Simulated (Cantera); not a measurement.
A diamond (100) surface in a fixed gas of H2 with x(CH4) = 0.015, x(H) = 0.03, x(CH3) = 0.00065, at 1350 K; coverages are run to steady state.

Computed with Cantera and the Harris–Goodwin 1993 mechanism for the reconstructed diamond (100) surface.

θ: site fractions in the mechanism's names (c6HH fully hydrogenated, c6H* and c6*H radical sites, c6** diradical, c6HM methylated).

```csv
P (Pa),growth (µm/h),θ c6HH,θ c6H*,θ c6*H,θ c6**,θ c6HM
410,0.499,0.350,0.0547,0.539,0.0561,4.97e-5
810,1.16,0.350,0.0547,0.539,0.0561,9.99e-5
1600,2.76,0.350,0.0547,0.539,0.0561,0.000195
3100,6.74,0.350,0.0548,0.538,0.0561,0.000363
6200,___,0.350,0.0549,0.538,0.0561,___
12000,48.4,0.349,0.0552,0.537,0.0561,0.00109
24000,132,0.349,0.0559,0.535,0.0563,0.00168
48000,___,0.349,0.0572,0.533,0.0567,___
```

### Question
Some entries are withheld; supply them.

### Answer

- 6200, growth (µm/h): 18.2
- 6200, θ c6HM: 0.000662
- 48000, growth (µm/h): 338
- 48000, θ c6HM: 0.00230
